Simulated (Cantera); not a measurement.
# Low-pressure radical oxidation in H2/O2

An isothermal, constant-pressure homogeneous reactor starts with H₂ : O₂ : H₂O = 0.011 : 1 : 0.046 (molar parts), at 1373 K and 0.00148 atm.

Model: the H2/O2 subset of GRI-Mech 3.0, which has no nitrogen chemistry, integrated in Cantera. Radical loss at walls, strong at low pressure, is not modelled.

```tsv
t (s)	x H₂	x O₂	x O	x HO₂	x H₂O
6.00e-6	0.0104	0.946	1.59e-12	1.13e-10	0.0435
4.80e-5	0.0104	0.946	9.43e-11	9.03e-10	0.0435
0.000383	0.0104	0.946	3.80e-9	7.22e-9	0.0435
0.00306	0.0104	0.946	8.44e-8	5.75e-8	0.0435
0.0245	0.00996	0.946	0.000276	3.23e-7	0.0438
0.196	0.000206	0.937	0.00771	1.35e-7	0.0520
1.57	0.000180	0.938	0.00673	1.26e-7	0.0522
12.5	7.74e-5	0.942	0.00286	7.93e-8	0.0531
100	6.04e-6	0.945	0.000220	2.02e-8	0.0539
```
x: mole fraction; the columns are a selection and need not sum to one.

Equilibrium at this temperature and pressure: H₂ 4.29e-7, O₂ 0.946, O 1.56e-5, HO₂ 3.23e-8, H₂O 0.0541 (gas phase only).
